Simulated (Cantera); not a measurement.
## Counterflow diffusion flame

A counterflow diffusion flame at 85000 Pa, nozzles 20 mm apart: fuel side H₂ = 1 (molar parts) at 300 K, oxidiser side O₂ : N₂ = 0.27 : 0.73 (molar parts) at 450 K, fuel mass flux 0.29 times the oxidiser's; mixture-averaged transport, no radiation.

Detailed kinetics in Cantera: the H2/O2 subset of GRI-Mech 3.0, which has no nitrogen chemistry. The maximum strain rate includes the flame's own expansion and is several times the mean.

```
oxidiser flux (kg/m²/s)  max strain (1/s)  mean strain (1/s)  T max (K)  peak x OH  peak x H  peak x H₂O  peak x HO₂
-----------------------  ----------------  -----------------  ---------  ---------  --------  ----------  ----------
0.51                                  720                146       2634     0.0320    0.0247       0.321     5.66e-5
0.73                                  976                209       2588     0.0319    0.0267       0.319     7.17e-5
1                                    1270                287       2542     0.0319    0.0291       0.316     8.64e-5
1.5                                  1780                430       2469     0.0316    0.0327       0.312    0.000108
2.1                                  2330                602       2405     0.0311    0.0360       0.309    0.000127
3                                    3140                860       2334     0.0305    0.0401       0.306    0.000149
4.3                                  4470               1230       2257     0.0295    0.0445       0.302    0.000173
6.2                                  6390               1780       2173     0.0281    0.0492       0.299    0.000198
8.8                                  9000               2520       2089     0.0264    0.0534       0.296    0.000224
```
x: mole fraction; the columns are a selection and need not sum to one.
